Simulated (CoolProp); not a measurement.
Values from CoolProp's reference Helmholtz-energy equation of state, Thol 2016.

Question: Give the vapour pressure (bar), liquid density (kg/m³), vapour density (kg/m³), enthalpy of vaporisation (kJ/kg) of saturated hexamethyldisiloxane (MM) at 357.4, 367 K.

Answer: 
| T (K) | p (bar) | liquid density (kg/m³) | vapour density (kg/m³) | enthalpy of vaporisation (kJ/kg) |
|---|---|---|---|---|
| 357.4 | 0.616 | 694 | 3.52 | 201 |
| 367 | 0.832 | 683 | 4.68 | 196 |
